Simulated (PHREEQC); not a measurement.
Solution (30 °C): 0.01 mol Cu(NO3)2, 0.03 mol Fe(NO3)3, 5.2e-05 mol AlCl3 and 0.0015 mol KOH per kg of water. It is in equilibrium with CO2 at log p = 0 (atm). Otherwise closed; pH follows from the charge balance.

Equilibrium calculation in PHREEQC: ion-association model, phreeqc.dat.

No solid was allowed to form.

Q: Order these Fe species by the share of Fe that they hold, largest first: Fe3(OH)4+5, Fe2(OH)2+4, Fe+3, FeOH+2, Fe(OH)2+.

A: Fe+3 (48 %), Fe2(OH)2+4 (32 %), FeOH+2 (16 %), Fe3(OH)4+5 (4.3 %), Fe(OH)2+ (0.21 %)

Q: Order these Cl species by the share of Cl that they hold, largest first: FeCl+2, Cl-, CuCl+.

A: Cl- (85 %), FeCl+2 (14 %), CuCl+ (0.94 %)

The pH is 1.94 and the ionic strength 0.201 mol/kgw. The solution is supersaturated, for example in Hematite (slow to form), Goethite (slow to form), so a real one may precipitate; this is no full list. Complexes and solids missing from the database can't appear.
